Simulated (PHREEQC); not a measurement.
Copper plating or etch bath (model solution)

Dissolve 0.66 mol/kgw Cu(NO3)2 at 25 °C. Closed to the air; pH follows from the charge balance.

All values are PHREEQC results (ion-association model, phreeqc.dat), not measurements.

No solid was allowed to form.

Problem. Estimate the pH.

Solution. pH 4.02.

The ionic strength is past about 0.7 mol/kgw, beyond the range of this activity model, so the values are rough.
